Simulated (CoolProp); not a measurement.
Vapour-liquid equilibrium of cyclohexane (1) + ethylbenzene (2) at 363 kPa; x and y are mole fractions of (1).

Values from CoolProp's multi-fluid Helmholtz-energy mixture model, Zhou 2014 and Zhou 2012; pair parameters Bell 2016.

```
x     bubble temperature, mixture model (°C)  bubble temperature, Raoult's law (°C)  y, mixture model  y, Raoult's law
----  --------------------------------------  -------------------------------------  ----------------  ---------------
0.05                                   185.4                                  185.9                 ?            0.147
0.2                                    170.3                                  172.2                 ?            0.464
0.35                                       ?                                  161.1             0.652            0.661
0.5                                    149.7                                  151.9                 ?            0.791
0.65                                   142.7                                  144.2                 ?            0.879
0.8                                    136.8                                  137.6                 ?            0.942
0.95                                   131.7                                  131.8             0.982            0.988
```

Problem. Some entries are withheld; supply them.

Solution. 
- 0.05, y, mixture model: 0.144
- 0.2, y, mixture model: 0.460
- 0.35, bubble temperature, mixture model (°C): 158.7
- 0.5, y, mixture model: 0.775
- 0.65, y, mixture model: 0.860
- 0.8, y, mixture model: 0.926

The largest gap from Raoult's law is -2.4 K in bubble temperature, at x = 0.35. No azeotrope shows between x = 0.05 and 0.95.

The pair parameters rest on a limited set of measurements; away from them the model extrapolates.
